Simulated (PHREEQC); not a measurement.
A solution holds 12 mmol/kgw MgSO4 and 6.4 mmol/kgw KBr, at 20 °C. Closed to the air; pH follows from the charge balance.

Computed with PHREEQC (ion-association model, phreeqc.dat).

### Question
The ionic strength comes out as 0.0397 mol/kgw. What activity coefficients do SO4-2, K+, Br-, Mg+2, KSO4- get?

### Answer
SO4-2 0.50, K+ 0.83, Br- 0.82, Mg+2 0.51, KSO4- 0.84.

This is a speciation only: nothing precipitates in the calculation.
